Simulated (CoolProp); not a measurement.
The fluid at 351.46 K and 3.03 MPa is throttled through a valve to 0.323 MPa with no heat exchange. The same conditions are run with several fluids, on thermodynamics alone (safety and materials aside).

Computed with CoolProp (reference Helmholtz-energy equation of state of each fluid (decamethylcyclopentasiloxane (D5): Thol 2019; octamethylcyclotetrasiloxane (D4): Thol 2015; R245ca: Zhou 2016; n-pentane: Thol 2019; R21: Platzer 1990)). The equations of Platzer and Polt are older, rougher fits.

```json
[
 {"fluid": "decamethylcyclopentasiloxane (D5)", "temperature change (K)": "+1.0", "final phase": "liquid", "final density (kg/m³)": "896"},
 {"fluid": "octamethylcyclotetrasiloxane (D4)", "temperature change (K)": "+0.9", "final phase": "liquid", "final density (kg/m³)": "889"},
 {"fluid": "R245ca", "temperature change (K)": "-18.8", "final phase": "two-phase, vapour fraction 0.152", "final density (kg/m³)": "105"},
 {"fluid": "n-pentane", "temperature change (K)": "-3.4", "final phase": "two-phase, vapour fraction 0.031", "final density (kg/m³)": "192"},
 {"fluid": "R21", "temperature change (K)": "-35.4", "final phase": "two-phase, vapour fraction 0.180", "final density (kg/m³)": "72.9"}
]
```
